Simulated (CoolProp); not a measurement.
Model: reference Helmholtz-energy equation of state, Lemmon 2003, in CoolProp. It is a pseudo-pure fit of the blend.

### Question
For R410A, give the phase and the cp (kJ/(kg K)), speed of sound (m/s), expansivity (1/kK), Prandtl number at -68.15 °C and 1060 kPa.

### Answer
- -68.15 °C and 1060 kPa: liquid; cp 1.35, speed of sound 910, expansivity 2.14, Prandtl number 3.46

Viscosity comes from a separate model (Geller 2000). Thermal conductivity comes from a separate model (Geller 2001).
